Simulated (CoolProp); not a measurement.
Toluene along the isobar 5.91 MPa: fugacity coefficient from the reference equation and from simpler models built on Tc = 591.7 K, pc = 4.126 MPa, ω = 0.266; each cubic takes its own stable root.

Computed with CoolProp (reference Helmholtz-energy equation of state, Lemmon 2006). It is a short technical equation, of lower accuracy than the large ones.

| T (K) | phase | reference |
|---|---|---|
| 270.1 | liquid | 0.0001651 |
| 289 | liquid | 0.0005089 |
| 307.8 | liquid | 0.001325 |
| 326.6 | liquid | 0.003023 |
| 345.4 | liquid | 0.006184 |
| 364.2 | liquid | 0.01155 |
| 383 | liquid | 0.02000 |
| 401.8 | liquid | 0.03245 |
| 420.6 | liquid | 0.04980 |
| 439.4 | liquid | 0.07284 |
| 458.2 | liquid | 0.1022 |

Problem. How far does each simpler model (van der Waals, Soave-Redlich-Kwong, Peng-Robinson) lie from the reference over these 11 states: mean and median of the absolute difference, and the worst?

Solution. 
- van der Waals: mean 1949.6 %, median 682.1 %, worst +9415.4 % at 270.1 K and 5.91 MPa
- Soave-Redlich-Kwong: mean 2.0 %, median 1.6 %, worst +5.0 % at 458.2 K and 5.91 MPa
- Peng-Robinson: mean 2.0 %, median 0.8 %, worst +9.0 % at 270.1 K and 5.91 MPa
